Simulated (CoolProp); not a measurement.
Vapour-liquid equilibrium of ethylene (1) + propylene (2) at 171.5 K; x and y are mole fractions of (1).

Computed with CoolProp (multi-fluid Helmholtz-energy mixture model, Smukala 2000 and Lemmon 2013; pair parameters Bell 2016).

```csv
x,"bubble pressure, mixture model (MPa)","bubble pressure, Raoult's law (MPa)","y, mixture model","y, Raoult's law"
0.05,0.009686,0.009047,0.656,0.633
0.125,0.01893,0.01738,0.837,0.824
0.2,0.02803,0.02572,0.898,0.891
0.275,0.03692,0.03405,0.929,0.926
0.35,0.04555,0.04238,0.948,0.946
0.425,0.05392,0.05072,0.961,0.960
0.5,0.06203,0.05905,0.970,0.970
0.575,0.06994,0.06739,0.977,0.978
0.65,0.07769,0.07572,0.982,0.984
0.725,0.08537,0.08405,0.987,0.989
0.8,0.09308,0.09239,0.991,0.992
0.875,0.1009,0.1007,0.994,0.996
0.95,0.1090,0.1091,0.998,0.998
```

The largest gap from Raoult's law is +9.0 % in bubble pressure, at x = 0.2. No azeotrope shows between x = 0.05 and 0.95.

Pair parameters are fitted to limited data, so mixtures are less certain than the pure fluids.
